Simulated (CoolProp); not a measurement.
Carbon monoxide along the isotherm -120.85 °C: density (kg/m³) from the reference equation and from simpler models built on Tc = -140.3 °C, pc = 3.498 MPa, ω = 0.050; each cubic takes its own stable root.

Computed with CoolProp (reference Helmholtz-energy equation of state, Lemmon 2006). It is a short technical equation, of lower accuracy than the large ones.

```tsv
p (MPa)	phase	reference
0.375	gas	8.500
0.75	gas	17.44
1.12	gas	26.75
1.5	gas	36.87
1.87	gas	47.36
2.25	gas	58.86
2.62	gas	70.90
3	gas	84.26
3.37	gas	98.41
3.75	supercritical	114.3
4.12	supercritical	131.4
4.5	supercritical	150.9
4.87	supercritical	172.0
5.25	supercritical	196.2
```

### Question
How far does each simpler model (Redlich-Kwong, Soave-Redlich-Kwong, Peng-Robinson) lie from the reference over these 14 states: mean and median of the absolute difference, and the worst?

### Answer
- Redlich-Kwong: mean 0.5 %, median 0.5 %, worst +0.8 % at -120.85 °C and 4.5 MPa
- Soave-Redlich-Kwong: mean 0.3 %, median 0.1 %, worst -1.8 % at -120.85 °C and 5.25 MPa
- Peng-Robinson: mean 2.8 %, median 3.0 %, worst +4.3 % at -120.85 °C and 4.5 MPa
